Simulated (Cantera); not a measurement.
A closed system holds: 1 mol CCl4, 0.55 mol F2, equilibrated at 1225 °C and 10.0 mbar.

Cantera equilibrium calculation (NASA polynomials, part measured and part estimated; ideal gas, pure solids and liquids). Gases not in the tables: C2F6 and larger saturated fluorocarbons. The numbers say what is thermodynamically allowed, not how fast it happens.

```
species             before     after
----------------  --------  --------
Cl2                  0.496     0.406
Cl                   0.406     0.368
CF4                 0.0923     0.216
CF3                1.62e-5   3.07e-5
CClF3              0.00527   0.00904
CF2               0.000126  0.000193
CCl2F2            0.000251  0.000314
F                  3.33e-5   4.12e-5
ClF                8.72e-5   9.77e-5
C(graphite), mol     0.721     0.242
```
Gas species are given as mole fractions.

Problem. Which change was made?
A) F2 from 0.55 to 1.5 mol
B) F2 from 0.55 to 0.071 mol
C) pressure from 10.0 mbar to 1.20 mbar
D) temperature from 1225 °C to 2152 °C

Solution. A, F2 from 0.55 to 1.5 mol
